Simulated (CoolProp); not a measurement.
Vapour-liquid equilibrium of CH2F2 (R32) (1) + fluoroethane (R161) (2) at 0.826 bar; x and y are mole fractions of (1).

Computed with CoolProp (multi-fluid Helmholtz-energy mixture model, Tillner-Roth 1997 and Wu 2012; pair parameters Bell 2016).

| x | bubble temperature (°C) | y at the bubble point | dew temperature at overall composition x (°C) | liquid density (mol/L) |
|---|---|---|---|---|
| 0.05 | -43.4 | 0.112 | -42.6 | 17.39 |
| 0.2 | -46.7 | 0.355 | -44.6 | 18.17 |
| 0.35 | -49.1 | 0.524 | -46.6 | 18.98 |
| 0.5 | -51.0 | 0.656 | -48.8 | 19.87 |
| 0.65 | -52.6 | 0.770 | -50.9 | 20.83 |
| 0.8 | -54.0 | 0.873 | -53.0 | 21.90 |
| 0.95 | -55.2 | 0.969 | -55.0 | 23.09 |

No azeotrope shows between x = 0.05 and 0.95.

Pair parameters are fitted to limited data, so mixtures are less certain than the pure fluids.
